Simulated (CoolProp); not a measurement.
n-hexane along the isotherm 454.8 K: fugacity coefficient from the reference equation and from simpler models built on Tc = 507.8 K, pc = 3044 kPa, ω = 0.300; each cubic takes its own stable root.

Computed with CoolProp (reference Helmholtz-energy equation of state, Thol 2019).

```tsv
p (kPa)	phase	reference
96.3	gas	0.9838
182	gas	0.9695
346	gas	0.9422
656	gas	0.8907
1240	gas	0.7933
2360	liquid	0.4625
4470	liquid	0.2695
8470	liquid	0.1704
16100	liquid	0.1248
30400	liquid	0.1192
```

Task: How far does each simpler model (van der Waals, Redlich-Kwong, Soave-Redlich-Kwong, Peng-Robinson) lie from the reference over these 10 states: mean and median of the absolute difference, and the worst?

Result: 
- van der Waals: mean 39.4 %, median 21.9 %, worst +147.7 % at 454.8 K and 30400 kPa
- Redlich-Kwong: mean 12.1 %, median 9.2 %, worst +33.4 % at 454.8 K and 30400 kPa
- Soave-Redlich-Kwong: mean 4.5 %, median 2.3 %, worst +15.9 % at 454.8 K and 30400 kPa
- Peng-Robinson: mean 0.5 %, median 0.3 %, worst -2.7 % at 454.8 K and 30400 kPa
